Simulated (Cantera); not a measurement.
A closed system holds: 1 mol CH3SiCl3, 0.48 mol CH4, 1.4 mol H2, 3.2 mol HCl, equilibrated at 465 Torr.

Cantera equilibrium calculation (NASA polynomials, part measured and part estimated; ideal gas, pure solids and liquids). Candidate condensed phases: C, C6H6, C7H8, C8H18, Si, SiC; 109 gas species. The feed counts by its element totals alone. The tables' values for SiCl3, SiCl are old estimates; treat these amounts as uncertain. Gases not in the tables: Si2H6 and higher silanes. Kinetics and transport are ignored.

x: gas mole fraction; n: condensed amount in mol.

```json
[
 {"T (K)": "1648", "x HCl": "0.515", "x H2": "0.405", "x SiCl2": "0.0287", "x SiCl4": "0.0283", "x SiCl3": "0.0192", "x H": "7.20e-5", "n C(graphite)": "1.14", "n SiC(s)": "0.342"},
 {"T (K)": "1723", "x HCl": "0.527", "x H2": "0.392", "x SiCl2": "0.0409", "x SiCl4": "0.0175", "x SiCl3": "0.0195", "x H": "0.000145", "n C(graphite)": "1.15", "n SiC(s)": "0.329"},
 {"T (K)": "1798", "x HCl": "0.530", "x H2": "0.385", "x SiCl2": "0.0539", "x SiCl4": "0.0102", "x SiCl3": "0.0184", "x H": "0.000278", "n C(graphite)": "1.19", "n SiC(s)": "0.292"},
 {"T (K)": "1873", "x HCl": "0.525", "x H2": "0.384", "x SiCl2": "?", "x SiCl4": "?", "x SiCl3": "0.0165", "x H": "?", "n C(graphite)": "1.24", "n SiC(s)": "?"},
 {"T (K)": "1948", "x HCl": "0.515", "x H2": "0.386", "x SiCl2": "?", "x SiCl4": "?", "x SiCl3": "0.0143", "x H": "?", "n C(graphite)": "1.30", "n SiC(s)": "?"},
 {"T (K)": "2023", "x HCl": "0.502", "x H2": "0.390", "x SiCl2": "0.0901", "x SiCl4": "0.00181", "x SiCl3": "0.0121", "x H": "0.00151", "n C(graphite)": "1.36", "n SiC(s)": "0.110"},
 {"T (K)": "2098", "x HCl": "0.488", "x H2": "0.394", "x SiCl2": "0.100", "x SiCl4": "0.00103", "x SiCl3": "0.0102", "x H": "0.00245", "n C(graphite)": "1.43", "n SiC(s)": "0.0432"},
 {"T (K)": "2173", "x HCl": "0.478", "x H2": "0.396", "x SiCl2": "0.107", "x SiCl4": "0.000599", "x SiCl3": "0.00844", "x H": "0.00386", "n C(graphite)": "1.46", "n SiC(s)": "0"},
 {"T (K)": "2248", "x HCl": "0.478", "x H2": "0.393", "x SiCl2": "0.108", "x SiCl4": "0.000361", "x SiCl3": "0.00690", "x H": "0.00585", "n C(graphite)": "1.46", "n SiC(s)": "0"}
]
```

**Question.** What belongs in the gaps?

**Answer.** 
- 1873, x SiCl2: 0.0667
- 1873, x SiCl4: 0.00577
- 1873, x H: 0.000508
- 1873, n SiC(s): 0.238
- 1948, x SiCl2: 0.0788
- 1948, x SiCl4: 0.00322
- 1948, x H: 0.000891
- 1948, n SiC(s): 0.176
